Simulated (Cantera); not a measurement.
**Stirred combustor or abatement burner**

A perfectly stirred reactor is fed with 22.2 % H₂, 16.4 % O₂, 61.4 % N₂, equivalence ratio 0.68, at 92000 Pa; it is adiabatic with a 525 K inlet, and is followed from long to short residence time, starting on the burning branch (τ in s: 0.079, 0.032, 0.013, 0.0052, 0.0021, 0.00085, 0.00034, 0.00014, 5.6e-05, 2.3e-05).

Model: the H2/O2 subset of GRI-Mech 3.0, which has no nitrogen chemistry, integrated in Cantera.

| τ (s) | T (K) | x H₂ | x O₂ | x H₂O | x H | x O | x OH | x H₂O₂ |
|---|---|---|---|---|---|---|---|---|
| 0.079 | 2149 | 0.00115 | 0.0580 | 0.245 | 0.000191 | 0.000626 | 0.00529 | 1.71e-7 |
| 0.032 | 2143 | 0.00148 | 0.0580 | 0.244 | 0.000276 | 0.000793 | 0.00591 | 1.75e-7 |
| 0.013 | 2129 | 0.00218 | 0.0578 | 0.243 | 0.000497 | 0.00116 | 0.00703 | 1.91e-7 |
| 0.0052 | 2104 | 0.00359 | 0.0578 | 0.240 | 0.00107 | 0.00191 | 0.00874 | 2.30e-7 |
| 0.0021 | 2060 | 0.00597 | 0.0579 | 0.235 | 0.00239 | 0.00322 | 0.0108 | 3.02e-7 |
| 0.00085 | 1991 | 0.00952 | 0.0586 | 0.228 | 0.00518 | 0.00526 | 0.0126 | 4.27e-7 |
| 0.00034 | 1889 | 0.0142 | 0.0601 | 0.218 | 0.0104 | 0.00807 | 0.0136 | 6.68e-7 |
| 0.00014 | 1758 | 0.0195 | 0.0628 | 0.206 | 0.0186 | 0.0111 | 0.0132 | 1.19e-6 |
| 5.6e-5 | 1594 | 0.0267 | 0.0678 | 0.191 | 0.0296 | 0.0133 | 0.0112 | 2.54e-6 |
| 2.3e-5 | 1399 | 0.0450 | 0.0798 | 0.167 | 0.0383 | 0.0119 | 0.00787 | 5.52e-6 |
x: mole fraction; the columns are a selection and need not sum to one.
